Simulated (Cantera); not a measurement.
## Ignition delay

Mixture: CH₄ : O₂ : N₂ = 1 : 1 : 5.4 (molar parts), equivalence ratio 2.0, at 10.0 bar, adiabatic and at constant pressure. Ignition delay is the time to a rise of 400 K.

Computed with Cantera and GRI-Mech 3.0 (53 species, 325 reactions).

```tsv
T0 (K)	delay (ms)
1198	9.80
1298	3.06
1398	1.04
1498	0.375
1598	0.143
1698	0.0582
1798	0.0260
1898	0.0128
1998	0.00699
2098	0.00416
```

| Property | Value |
|---|---|
| apparent activation energy between 1898 and 2098 K | 190 kJ/mol |
